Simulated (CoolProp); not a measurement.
Vapour-liquid equilibrium of isohexane (1) + n-hexane (2) at 362.4 K; x and y are mole fractions of (1).

Values from CoolProp's multi-fluid Helmholtz-energy mixture model, Lemmon 2006 and Thol 2019; pair parameters Bell 2016.

**Question.** Give the bubble pressure and the first vapour's composition at x = 0.2, 0.35, 0.8. Is there an azeotrope?

**Answer.** x = 0.2: 0.1959 MPa, y = 0.240; x = 0.35: 0.2038 MPa, y = 0.403; x = 0.8: 0.2258 MPa, y = 0.830. No azeotrope shows between x = 0.05 and 0.95.

The pair parameters rest on a limited set of measurements; away from them the model extrapolates.
